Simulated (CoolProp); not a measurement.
Normal hydrogen along the isotherm 19 K: density (kg/m³) from the reference equation and from simpler models built on Tc = 33.1 K, pc = 12.96 bar, ω = -0.219; each cubic takes its own stable root.

Model: reference Helmholtz-energy equation of state, Leachman 2009, in CoolProp.

| p (bar) | phase | reference | van der Waals | Redlich-Kwong | Soave-Redlich-Kwong |
|---|---|---|---|---|---|
| 13 | liquid | 73.75 | 60.63 | 88.71 | 83.05 |
| 25.9 | liquid | 75.04 | 61.60 | 89.49 | 84.43 |
| 38.9 | liquid | 76.20 | 62.41 | 90.20 | 85.63 |
| 51.9 | liquid | 77.26 | 63.11 | 90.85 | 86.68 |
| 64.8 | liquid | 78.23 | 63.71 | 91.45 | 87.60 |
| 77.8 | liquid | 79.14 | 64.25 | 92.00 | 88.44 |
| 90.7 | liquid | 79.98 | 64.73 | 92.50 | 89.20 |
| 104 | liquid | 80.80 | 65.17 | 92.99 | 89.91 |
| 117 | liquid | 81.55 | 65.56 | 93.43 | 90.55 |
| 130 | liquid | 82.27 | 65.92 | 93.85 | 91.14 |
